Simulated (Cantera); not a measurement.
**Ammonia decomposition in nitride growth gas**

An isothermal, constant-pressure homogeneous reactor starts with NH3 : H2 = 1 : 12 (molar parts), at 1925 K and 2670 Pa.

Cantera simulation using the gas-phase N/H chemistry of the illustrative SiF4/NH3 mechanism in the Surface Chemkin manual (1991); the numbers are that mechanism's predictions, not measurements. Walls and surfaces, which speed up NH3 decomposition in real reactors, are not modelled.

```
t (s)       x NH3   x H2      x N2      x NH    x N2H4       x H     x NH2
--------  -------  -----  --------  --------  --------  --------  --------
0.000200   0.0769  0.923    <1e-12  9.79e-11    <1e-12   3.25e-6   7.99e-7
0.000743   0.0769  0.923  1.16e-10   1.41e-9    <1e-12   1.22e-5   2.90e-6
0.00276    0.0769  0.923   9.15e-9   1.97e-8  2.65e-12   4.52e-5   1.07e-5
0.0102     0.0769  0.923   6.80e-7   2.71e-7  3.62e-11  0.000167   3.94e-5
0.0381     0.0766  0.923   6.07e-5   3.03e-6  4.06e-10  0.000562  0.000132
0.141      0.0740  0.924   0.00124   5.72e-6  7.43e-10  0.000790  0.000179
0.525      0.0643  0.929   0.00574   5.46e-6  6.15e-10  0.000831  0.000163
1.95       0.0388  0.942    0.0176   4.60e-6  3.12e-10  0.000995  0.000116
7.25      0.00562  0.959    0.0331   2.69e-6  2.61e-11   0.00203   3.36e-5
26.9      2.80e-5  0.959    0.0356   1.09e-7    <1e-12   0.00576   4.76e-7
100       4.48e-6  0.959    0.0356   1.75e-8    <1e-12   0.00577   7.63e-8
```
x: mole fraction; the columns are a selection and need not sum to one.

Equilibrium at this temperature and pressure: NH3 1.08e-7, H2 0.959, N2 0.0356, NH 4.19e-10, N2H4 <1e-12, H 0.00577, NH2 1.83e-9 (gas phase only).
